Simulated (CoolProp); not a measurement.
A simple Rankine cycle with R123: condensing at 307.15 K, boiler at 0.537 MPa, turbine inlet 361.9 K, turbine efficiency 0.6, pump efficiency 0.8, no recuperator. Each further row changes one setting.

The numbers come from the reference Helmholtz-energy equation of state, Younglove 1994 in CoolProp. It is a modified Benedict-Webb-Rubin equation, recast in Helmholtz form.

| case | thermal efficiency (%) | net work (kJ/kg) | heat in (kJ/kg) | turbine exit temperature (K) | volume ratio over the turbine |
|---|---|---|---|---|---|
| as stated | 7.2 | 14.4 | 200 | 332.6 | 4.32 |
| turbine inlet 381.9 K | 7.2 | 15.6 | 217 | 353.3 | … |
| condensing temperature 299.15 K | 8.3 | … | 209 | 327.9 | 5.71 |
| boiler pressure 0.376 MPa | 5.6 | … | … | … | 2.97 |
| turbine efficiency 0.5 | … | … | 200 | 336.0 | 4.37 |

Some entries are withheld; supply them.


- turbine inlet 381.9 K, volume ratio over the turbine: 4.26
- condensing temperature 299.15 K, net work (kJ/kg): 17.2
- boiler pressure 0.376 MPa, net work (kJ/kg): 11.4
- boiler pressure 0.376 MPa, heat in (kJ/kg): 203
- boiler pressure 0.376 MPa, turbine exit temperature (K): 341.0
- turbine efficiency 0.5, thermal efficiency (%): 6.0
- turbine efficiency 0.5, net work (kJ/kg): 12.0
